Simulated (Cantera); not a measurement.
Input (Python, Cantera):

```python
import numpy as np
import cantera as ct

gas = ct.Solution("h2o2.yaml")
gas.TPX = 525, 101325, {'H2': 1, 'O2': 0.725, 'N2': 3.26}
flame = ct.FreeFlame(gas, width=0.04)
flame.set_refine_criteria(ratio=3, slope=0.08, curve=0.16)
flame.transport_model = "mixture-averaged"
flame.solve(loglevel=0, auto=True)
z, T = flame.grid, flame.T
thick = (T[-1] - T[0]) / np.gradient(T, z).max()
show = ['H2', 'O2', 'OH', 'H', 'H2O2', 'H2O']
print(f"laminar burning velocity  {flame.velocity[0] * 100:.3f} cm/s")
print(f"burnt temperature         {T[-1]:.1f} K")
print(f"thermal thickness         {thick * 1e3:.4f} mm")
print(f"grid points               {len(z)}")
z0 = z[flame.heat_release_rate.argmax()]
print(f"{'z/mm':>9s}{'T/K':>9s}{'u/(m/s)':>9s}" + "".join(f"{s:>11s}" for s in show))
rows = []
for k in (-3, -2, -1.5, -1, -0.5, -0.25, 0, 0.25, 0.5, 1, 2, 4, 8):
    zz = z0 + k * thick
    rows.append([k * thick, np.interp(zz, z, T), np.interp(zz, z, flame.velocity),
                 *(np.interp(zz, z, flame.X[gas.species_index(s)]) for s in show)])
    print(f"{rows[-1][0] * 1e3:9.3f}{rows[-1][1]:9.1f}{rows[-1][2]:9.3f}" + "".join(f"{x:11.3e}" for x in rows[-1][3:]))
```

Output:

```
laminar burning velocity  296.804 cm/s
burnt temperature         2005.0 K
thermal thickness         0.4271 mm
grid points               113
     z/mm      T/K  u/(m/s)         H2         O2         OH          H       H2O2        H2O
   -1.281    525.0    2.968  2.006e-01  1.454e-01  9.011e-15  1.071e-14  1.295e-12  5.233e-10
   -0.854    525.0    2.968  2.005e-01  1.454e-01  5.123e-13  6.122e-13  5.826e-11  1.881e-08
   -0.641    525.0    2.967  2.003e-01  1.455e-01  1.392e-11  1.951e-11  1.337e-09  3.215e-07
   -0.427    525.4    2.965  1.990e-01  1.457e-01  7.784e-10  4.518e-09  5.518e-08  9.150e-06
   -0.214    567.2    3.145  1.821e-01  1.473e-01  5.956e-05  7.317e-05  1.628e-05  2.720e-03
   -0.107    802.9    4.329  1.426e-01  1.407e-01  6.494e-04  2.581e-03  2.698e-05  2.777e-02
    0.000   1162.0    6.127  7.956e-02  1.113e-01  2.277e-03  1.256e-02  7.973e-06  9.223e-02
    0.107   1422.7    7.445  3.262e-02  7.544e-02  5.895e-03  1.907e-02  4.307e-06  1.541e-01
    0.214   1564.5    8.153  1.751e-02  6.094e-02  8.229e-03  1.715e-02  2.482e-06  1.783e-01
    0.427   1707.5    8.843  1.189e-02  5.496e-02  9.587e-03  1.092e-02  1.232e-06  1.914e-01
    0.854   1827.4    9.400  8.251e-03  5.256e-02  9.320e-03  5.364e-03  6.523e-07  2.010e-01
    1.708   1915.8    9.800  4.637e-03  5.127e-02  7.724e-03  1.994e-03  3.763e-07  2.091e-01
    3.416   1967.9   10.031  2.087e-03  5.093e-02  5.501e-03  5.619e-04  2.238e-07  2.146e-01
```

Cantera simulation using the H2/O2 subset of GRI-Mech 3.0, which has no nitrogen chemistry; the numbers are that mechanism's predictions, not measurements. Burning velocities carry a grid error of a few per cent, more on coarse grids. Lean hydrogen flames are cellular in practice and burn faster than this planar one.
